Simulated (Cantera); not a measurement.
# Thermodynamics of iron carbonyl, mercury and lead vapours, feed Pb + O2 + N2

Feed: 1 mol Pb, 0.36 mol O2, 0.75 mol N2, held at 0.100 bar.

Equilibrium computed with Cantera from the NASA thermochemical tables; the gas is ideal and each condensed phase is pure. Candidate condensed phases: Pb, PbO, PbO2, Pb3O4; 12 gas species. Each liquid is taken as pure. Mutual solubility and eutectic melting of coexisting phases are not modelled. Gases not in the tables: (PbO)n polymers. Rates play no part.

```tsv
T (K)	x N2	x Pb	x PbO	x O2	n Pb(l)	n PbO(red)	n PbO(yellow)	n PbO(l)
723	1.00	3.10e-8	7.75e-12	<1e-12	0.280	0.720	0	0
798	1.000	5.73e-7	6.30e-10	<1e-12	0.280	0	0.720	0
873	1.000	6.36e-6	2.36e-8	<1e-12	0.280	0	0.720	0
948	1.000	4.79e-5	4.90e-7	<1e-12	0.280	0	0.720	0
1023	1.000	0.000267	6.43e-6	1.14e-11	0.280	0	0.720	0
1098	0.999	0.00117	5.86e-5	3.74e-10	0.279	0	0.720	0
1173	0.995	0.00422	0.000386	7.26e-9	0.277	0	0	0.720
1248	0.985	0.0130	0.00176	7.50e-8	0.270	0	0	0.719
1323	0.958	0.0352	0.00667	5.86e-7	0.252	0	0	0.715
1398	0.893	0.0852	0.0217	3.62e-6	0.208	0	0	0.702
1473	0.749	0.188	0.0622	1.84e-5	0.0915	0	0	0.658
1548	0.612	0.229	0.159	0.000223	0	0	0	0.524
```
x: gas mole fraction; n: condensed amount in mol.

At 723 K the condensed part is Pb(l) + PbO(red). From 798 K to 1098 K the condensed part is Pb(l) + PbO(yellow). From 1173 K to 1473 K the condensed part is Pb(l) + PbO(l). At 1548 K the condensed part is PbO(l).
